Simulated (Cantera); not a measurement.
Charge: 1 mol Fe(CO)5, 3.2 mol N2, at 1473 K and 34.0 Pa.

Method: chemical equilibrium by Gibbs-energy minimisation in Cantera with the NASA 1993 tables (ideal gas, pure condensed phases). Candidate condensed phases: C, Fe, Fe(CO)5, FeO, Fe2O3, Fe3O4; 27 gas species. Equilibrium is a limit: real reactors are often held back by kinetics, nucleation or transport.

Base state: CO 0.610, N2 0.390, Fe 0.000246 (mole fractions); condensed: Fe(γ).

Q: What changes in the equilibrium state with this change: Fe(CO)5 replaced by Pb?

A: 
```json
[
 {"species": "N2", "before": "0.390", "after": "0.762"},
 {"species": "Pb", "before": "0", "after": "0.238"},
 {"species": "CO", "before": "0.610", "after": "0"},
 {"species": "Fe", "before": "0.000246", "after": "0"},
 {"species": "Fe(γ), mol", "before": "0.998", "after": "0"}
]
```
Further candidate phases: Pb.
